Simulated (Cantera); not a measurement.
A perfectly stirred reactor is fed with 6.67 % C3H8, 93.3 % H2, at 22000 Pa; it is held at 1675 K, and followed from long to short residence time.

Computed with Cantera and GRI-Mech 3.0 (53 species, 325 reactions). GRI-Mech 3.0 was tuned for natural gas; its chemistry of propane as a main component is partial and can be far from experiment. GRI-Mech 3.0 stops at C3 and has no aromatics, soot or wall deposition, so with more carbon than oxygen in the feed, carbon stays in small species such as C2H2 where larger ones or solid carbon would form.

x: mole fraction; the columns are a selection and need not sum to one.

```csv
τ (s),x C3H8,x H2,x C2H4,x H,x CH4,x CH2
11,[?],0.909,0.000923,0.000242,0.0118,1.69e-8
3.5,[?],0.907,0.000919,0.000249,0.0161,2.41e-8
1.1,[?],0.903,0.000938,0.000263,0.0231,3.86e-8
0.37,[?],0.898,0.00103,0.000292,0.0313,6.39e-8
0.12,[?],0.893,0.00131,0.000350,0.0397,1.14e-7
0.039,[?],0.888,0.00198,0.000447,0.0470,2.14e-7
0.013,[?],0.885,0.00341,0.000588,0.0530,4.01e-7
0.0042,[?],0.881,0.00642,0.000783,0.0579,7.44e-7
0.0014,[?],0.878,0.0120,0.00102,0.0612,1.30e-6
0.00044,[?],0.877,0.0215,0.00130,0.0622,2.22e-6
```

Question: What belongs in the gaps?

Answer: 
- 11, x C3H8: 2.44e-7
- 3.5, x C3H8: 7.59e-7
- 1.1, x C3H8: 2.37e-6
- 0.37, x C3H8: 6.73e-6
- 0.12, x C3H8: 1.90e-5
- 0.039, x C3H8: 5.11e-5
- 0.013, x C3H8: 0.000130
- 0.0042, x C3H8: 0.000330
- 0.0014, x C3H8: 0.000812
- 0.00044, x C3H8: 0.00210
